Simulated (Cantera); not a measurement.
Feed: 1 mol SiH₄, 4.3 mol NH₃, 2.5 mol H₂, equilibrated at 1250 °C and 1.33 mbar.

Method: chemical equilibrium by Gibbs-energy minimisation in Cantera with the NASA 1993 tables (ideal gas, pure condensed phases). Candidate condensed phases: Si, Si₃N₄; 18 gas species. Kinetics and transport are ignored.

### Question
What is the equilibrium state?

### Answer
```
Quantity                             Result
--------------------------------  ---------
x(H₂)                                 0.880
x(N₂)                                 0.119
x(H)                               0.000595
x(Si)                               8.17e-6
x(SiH₂)                             1.06e-6
n(Si₃N₄(s))                       0.333 mol
gas amount                        12.44 mol
log10 activity of Si(s) (absent)      -0.22
```
